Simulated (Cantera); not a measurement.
Charge: 1 mol HMDSO, 2.7 mol O2, at 1.33 mbar.

Equilibrium computed with Cantera from the NASA thermochemical tables; the gas is ideal and each condensed phase is pure. Candidate condensed phases: C, C6H6, C7H8, C8H18, H2O, Si, SiC, SiO2; 123 gas species. The feed counts by its element totals alone. Mutual solubility and eutectic melting of coexisting phases are not modelled. The tables hold silica as quartz up to 1696 K and as liquid above; real silica turns to tridymite and cristobalite and melts near 1996 K. Rates play no part.

log p: log10 of the partial pressure in bar; n: condensed amount in mol.

| T (K) | log p H2 | log p CO | log p SiO | log p H | log p H2O | log p CH4 | n SiC(s) | n SiO2(β-quartz) |
|---|---|---|---|---|---|---|---|---|
| 1300 | -3.06 | -3.33 | -6.36 | -7.49 | -8.38 | -8.28 | 1.20 | 0.797 |
| 1325 | -3.06 | -3.33 | -5.99 | -7.32 | -8.33 | -8.50 | 1.20 | 0.793 |
| 1350 | -3.06 | -3.33 | -5.64 | -7.15 | -8.29 | -8.71 | 1.19 | 0.784 |
| 1375 | -3.06 | -3.33 | -5.30 | -7.00 | -8.24 | -8.92 | 1.18 | 0.766 |
| 1400 | -3.07 | -3.34 | ___ | ___ | -8.20 | ___ | 1.16 | 0.727 |
| 1425 | -3.07 | -3.34 | -4.67 | -6.70 | -8.16 | -9.33 | 1.12 | 0.648 |
| 1450 | -3.08 | -3.34 | ___ | ___ | -8.13 | ___ | 1.04 | ___ |
| 1475 | -3.10 | -3.34 | -4.07 | -6.44 | -8.12 | -9.75 | 0.879 | 0.158 |
| 1500 | -3.11 | -3.35 | -3.98 | -6.31 | -8.18 | -9.84 | 0.800 | 0 |

**Question.** What belongs in the gaps?

**Answer.** 
- 1400, log p SiO: -4.98
- 1400, log p H: -6.85
- 1400, log p CH4: -9.12
- 1450, log p SiO: -4.36
- 1450, log p H: -6.56
- 1450, log p CH4: -9.53
- 1450, n SiO2(β-quartz): 0.487
